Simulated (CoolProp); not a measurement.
R407C at 298.15 K and 20.4 MPa flows at 0.36 m/s in a round tube of 4.6 mm bore and 0.25 µm roughness, fully developed (64/Re and Nu = 3.66 if laminar; Colebrook and Gnielinski if turbulent). Each further row changes one setting.

Computed with CoolProp (reference Helmholtz-energy equation of state, Lemmon 2003). It is a pseudo-pure fit of the blend.

| case | Reynolds number | Darcy friction factor | pressure drop (Pa/m) | heat-transfer coefficient (W/(m² K)) | mass flow (kg/h) |
|---|---|---|---|---|---|
| as stated | 9890 | 0.0311 | 540 | 1160 | 26.6 |
| velocity 0.72 m/s | 19800 | 0.0261 | 1810 | 2140 | 53.2 |
| diameter 9.2 mm | 19800 | 0.0260 | 226 | 1070 | 106 |

Viscosity comes from a separate model (Geller 2000). Thermal conductivity comes from a separate model (Geller 2001).
